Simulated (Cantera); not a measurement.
Charge: 1 mol Si(CH₃)₄, 1.3 mol HCl, 350 mol H₂, held at 1.10 mbar.

These are equilibrium values from Cantera (NASA tables, ideal gas, pure condensed phases), not measurements of a reactor. Candidate condensed phases: C, C₆H₆, C₇H₈, C₈H₁₈, Si, SiC; 109 gas species. Equilibrium is a limit: real reactors are often held back by kinetics, nucleation or transport.

log p: log10 of the partial pressure in bar; n: condensed amount in mol.

```
T (°C)  log p H₂  log p H  log p C₂H₂ (acetylene)  log p HCl  n C(graphite)  n SiC(s)
------  --------  -------  ----------------------  ---------  -------------  --------
825        -2.96    -9.09                  -10.86      -5.40           2.99     1.000
925        -2.96    -8.20                   -9.96      -5.40           2.99     1.000
1025       -2.96    -7.45                   -9.21      -5.40           3.00     1.000
1125       -2.96    -6.81                   -8.57      -5.40           3.00     1.000
1225       -2.96    -6.25                   -8.02      -5.40           2.99     1.000
1325       -2.96    -5.75                   -7.53      -5.40           2.98     0.999
1425       -2.96    -5.32                   -7.10      -5.40           2.95     0.996
1525       -2.96    -4.94                   -6.73      -5.40           2.90     0.973
1625       -2.97    -4.59                   -6.40      -5.41           2.89     0.836
1725       -2.98    -4.29                   -6.10      -5.43     (withheld)     0.131
1825       -3.00    -4.01                   -5.85      -5.45     (withheld)         0
1925       -3.04    -3.77                   -5.63      -5.49     (withheld)         0
2025       -3.09    -3.56                   -5.46      -5.55     (withheld)         0
2125       -3.17    -3.39                   -5.37      -5.64     (withheld)         0
```

**Question.** What belongs in the gaps?

**Answer.** 
- 1725, n C(graphite): 3.26
- 1825, n C(graphite): 2.90
- 1925, n C(graphite): 2.16
- 2025, n C(graphite): 1.09
- 2125, n C(graphite): 0
